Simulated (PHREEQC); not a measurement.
A solution holds 0.002 mol HNO3 per kg of water, at 25 °C. Closed to the air; pH follows from the charge balance.

Model: ion-association model, wateq4f.dat, run in PHREEQC.

```
Quantity                   Result
----------------  ---------------
pH                           2.72
ionic strength    0.00200 mol/kgw
total alkalinity     -2.00 meq/kg
```

| species | molality | activity | log γ |
|---|---|---|---|
| H+ | 0.00200 | 0.00191 | -0.020 |
| NO3- | 0.00200 | 0.00190 | -0.022 |

No solid was allowed to form. Complexes and solids missing from the database can't appear.
